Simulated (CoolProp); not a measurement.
Vapour pressure (MPa) of C3F8 (R218): the reference equation beside estimates from Tc = 71.9 °C, pc = 2.640 MPa, ω = 0.317.

Computed with CoolProp (reference Helmholtz-energy equation of state, Lemmon 2006). It is a short technical equation, of lower accuracy than the large ones.

```tsv
T (°C)	reference	Redlich-Kwong	Soave-Redlich-Kwong	Peng-Robinson
-30.45	0.1338	0.2406	0.1338	0.1334
-26.85	0.1555	0.2719	0.1556	0.1549
-23.35	0.1792	0.3050	0.1795	0.1784
-19.75	0.2063	(withheld)	0.2069	0.2053
-16.25	0.2355	0.3808	0.2365	(withheld)
-12.65	0.2688	(withheld)	0.2702	0.2675
-9.15	0.3044	0.4690	0.3064	0.3031
-5.55	0.3447	0.5188	0.3473	0.3433
-2.05	0.3876	0.5706	0.3910	0.3862
1.55	0.4358	0.6276	0.4401	0.4345
5.05	0.4868	0.6866	0.4921	0.4857
8.65	0.5438	0.7511	0.5504	0.5430
12.15	0.6038	0.8178	0.6118	0.6035
```

Task: Complete the blanks.

Result: 
- -19.75, Redlich-Kwong: 0.3419
- -16.25, Peng-Robinson: 0.2344
- -12.65, Redlich-Kwong: 0.4239

Absolute difference from the reference over all 13 rows, mean and median: Redlich-Kwong 55.4 and 54.1 %, Soave-Redlich-Kwong 0.6 and 0.7 %, Peng-Robinson 0.3 and 0.4 %.
